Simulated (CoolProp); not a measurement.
Saturation properties of ethanol.

Computed with CoolProp (reference Helmholtz-energy equation of state, Schroeder 2014).

```tsv
T (K)	p (MPa)	enthalpy of vaporisation (kJ/kg)	surface tension (mN/m)	liquid conductivity (mW/(m K))
337	0.05539	872.0	18.1	157
345.3	0.07870	[?]	17.3	155
353.5	0.1093	846.4	[?]	154
361.8	[?]	[?]	15.7	153
370	0.2010	817.0	14.9	151
378.3	0.2667	800.6	14.1	150
386.6	0.3490	782.9	13.2	[?]
394.8	0.4491	764.2	12.4	148
403.1	0.5726	743.9	11.6	146
411.3	0.7196	722.4	10.8	145
419.6	0.8970	[?]	9.95	143
427.8	1.104	674.6	9.13	142
436.1	1.349	648.1	8.29	141
444.3	1.630	620.3	7.45	139
452.6	1.957	590.2	6.61	138
```

What belongs in the gaps?


- 345.3, enthalpy of vaporisation (kJ/kg): 859.6
- 353.5, surface tension (mN/m): 16.5
- 361.8, p (MPa): 0.1497
- 361.8, enthalpy of vaporisation (kJ/kg): 832.2
- 386.6, liquid conductivity (mW/(m K)): 149
- 419.6, enthalpy of vaporisation (kJ/kg): 699.1

It boils at 351.6 K under 1 atm.

Thermal conductivity comes from a separate model (Assael 2013). Surface tension comes from a separate correlation (Mulero 2012).
